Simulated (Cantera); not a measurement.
Feed: 1 mol SiCl4, 2.5 mol Cl2, 8.8 mol H2, equilibrated at 3.60 bar.

Method: chemical equilibrium by Gibbs-energy minimisation in Cantera with the NASA 1993 tables (ideal gas, pure condensed phases). Candidate condensed phases: Si; 19 gas species. Equilibrium is a limit: real reactors are often held back by kinetics, nucleation or transport. All values below are at 700 °C.

Base state: H2 0.512, HCl 0.407, SiCl4 0.0807, SiHCl3 0.000570 (mole fractions); condensed: gas only.

Task: What changes in the equilibrium state with this change: Cl2 from 2.5 to 0.95 mol?

Result: 
```json
[
 {"species": "H2", "before": "0.512", "after": "0.728"},
 {"species": "HCl", "before": "0.407", "after": "0.179"},
 {"species": "SiCl4", "before": "0.0807", "after": "0.0909"},
 {"species": "SiHCl3", "before": "0.000570", "after": "0.00208"},
 {"species": "SiCl3", "before": "5.11e-6", "after": "1.56e-5"}
]
```
The tables' values for SiCl3 are old estimates; treat these amounts as uncertain.
